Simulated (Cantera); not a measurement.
Input: 1 mol Ta₂O₅, 790 mol H₂, at 12.0 Pa.

Cantera equilibrium calculation (NASA polynomials, part measured and part estimated; ideal gas, pure solids and liquids). Candidate condensed phases: H₂O, Ta, Ta₂O₅; 12 gas species. Mutual solubility and eutectic melting of coexisting phases are not modelled. Condensed phases not in the tables: N, O or C dissolved in the metal. Equilibrium is a limit: real reactors are often held back by kinetics, nucleation or transport.

log p: log10 of the partial pressure in bar; n: condensed amount in mol.

| T (°C) | log p H₂ | log p H | log p TaO₂ | log p H₂O | log p TaO | n Ta₂O₅(s) | n Ta(s) |
|---|---|---|---|---|---|---|---|
| 527 | -3.92 | -13.50 | <-15 | (withheld) | <-15 | 1.00 | 0 |
| 727 | -3.92 | -10.60 | <-15 | (withheld) | <-15 | 1.000 | 0 |
| 927 | -3.92 | -8.67 | <-15 | (withheld) | <-15 | 0.999 | 0.00139 |
| 1127 | -3.92 | -7.27 | -12.55 | (withheld) | -13.20 | 0.994 | 0.0125 |
| 1327 | -3.92 | -6.23 | -9.79 | (withheld) | -10.48 | 0.968 | 0.0625 |
| 1527 | -3.94 | -5.41 | -7.66 | (withheld) | -8.37 | 0.829 | 0.168 |
| 1727 | -3.99 | -4.78 | -6.63 | (withheld) | -7.33 | 0 | 0 |

### Question
Some entries are withheld; supply them.

### Answer

- 527, log p H₂O: -12.70
- 727, log p H₂O: -10.63
- 927, log p H₂O: -9.28
- 1127, log p H₂O: -8.32
- 1327, log p H₂O: -7.62
- 1527, log p H₂O: -7.10
- 1727, log p H₂O: -6.74
